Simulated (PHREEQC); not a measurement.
Dissolve 6.3 mmol/kgw NaNO3 and 2.7 mmol/kgw NiSO4 at 20 °C. Closed to the air; pH follows from the charge balance.

Computed with PHREEQC (ion-association model, wateq4f.dat).

| Quantity | Value |
|---|---|
| pH | 6.44 |
| ionic strength | 0.0155 mol/kgw |

```csv
species,molality,activity,log γ
NO3-,0.00630,0.00554,-0.056
Na+,0.00626,0.00554,-0.053
Ni+2,0.00233,0.00142,-0.215
SO4-2,0.00229,0.00141,-0.210
NiSO4,0.000372,0.000373,0.002
NaSO4-,4.27e-5,3.79e-5,-0.052
NiOH+,4.29e-7,3.79e-7,-0.054
H+,4.02e-7,3.62e-7,-0.046
HSO4-,5.03e-8,4.45e-8,-0.053
Ni(SO4)2-2,4.84e-8,2.95e-8,-0.215
OH-,2.13e-8,1.88e-8,-0.055
Ni(OH)2,1.08e-9,1.09e-9,0.002
```

This is a speciation only: nothing precipitates in the calculation. Species that the database lacks are ignored.
